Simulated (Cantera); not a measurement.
**Ammonia decomposition in nitride growth gas**

A perfectly stirred reactor is fed with NH3 : H2 = 1 : 0.45 (molar parts), at 53.3 Torr; it is held at 1725 K, and followed from long to short residence time.

Model: the gas-phase N/H chemistry of the illustrative SiF4/NH3 mechanism in the Surface Chemkin manual (1991), integrated in Cantera. Walls and surfaces, which speed up NH3 decomposition in real reactors, are not modelled.

```json
[
 {"τ (s)": "2.2", "x NH3": "0.529", "x H2": "0.423", "x NH2": "0.000213", "x N2H2": "1.11e-6", "x N2": "0.0475", "x H": "6.64e-5", "x N2H4": "2.02e-8"},
 {"τ (s)": "1.2", "x NH3": "0.591", "x H2": "0.380", "x NH2": "0.000229", "x N2H2": "1.31e-6", "x N2": "0.0292", "x H": "5.73e-5", "x N2H4": "2.33e-8"},
 {"τ (s)": "0.72", "x NH3": "0.626", "x H2": "0.355", "x NH2": "0.000237", "x N2H2": "1.43e-6", "x N2": "0.0186", "x H": "5.23e-5", "x N2H4": "2.50e-8"},
 {"τ (s)": "0.42", "x NH3": "0.651", "x H2": "0.337", "x NH2": "0.000242", "x N2H2": "1.51e-6", "x N2": "0.0112", "x H": "4.89e-5", "x N2H4": "2.62e-8"},
 {"τ (s)": "0.24", "x NH3": "0.667", "x H2": "0.326", "x NH2": "0.000245", "x N2H2": "1.55e-6", "x N2": "0.00649", "x H": "4.66e-5", "x N2H4": "2.67e-8"},
 {"τ (s)": "0.14", "x NH3": "0.677", "x H2": "0.319", "x NH2": "0.000245", "x N2H2": "1.55e-6", "x N2": "0.00376", "x H": "4.50e-5", "x N2H4": "2.67e-8"},
 {"τ (s)": "0.080", "x NH3": "0.682", "x H2": "0.315", "x NH2": "0.000242", "x N2H2": "1.52e-6", "x N2": "0.00208", "x H": "4.36e-5", "x N2H4": "2.61e-8"},
 {"τ (s)": "0.046", "x NH3": "0.686", "x H2": "0.313", "x NH2": "0.000235", "x N2H2": "1.42e-6", "x N2": "0.00112", "x H": "4.19e-5", "x N2H4": "2.47e-8"},
 {"τ (s)": "0.027", "x NH3": "0.687", "x H2": "0.312", "x NH2": "0.000224", "x N2H2": "1.27e-6", "x N2": "0.000579", "x H": "3.96e-5", "x N2H4": "2.23e-8"},
 {"τ (s)": "0.015", "x NH3": "0.689", "x H2": "0.311", "x NH2": "0.000201", "x N2H2": "1.00e-6", "x N2": "0.000249", "x H": "3.54e-5", "x N2H4": "1.81e-8"},
 {"τ (s)": "0.0089", "x NH3": "0.689", "x H2": "0.311", "x NH2": "0.000169", "x N2H2": "6.74e-7", "x N2": "9.75e-5", "x H": "2.97e-5", "x N2H4": "1.27e-8"}
]
```
x: mole fraction; the columns are a selection and need not sum to one.
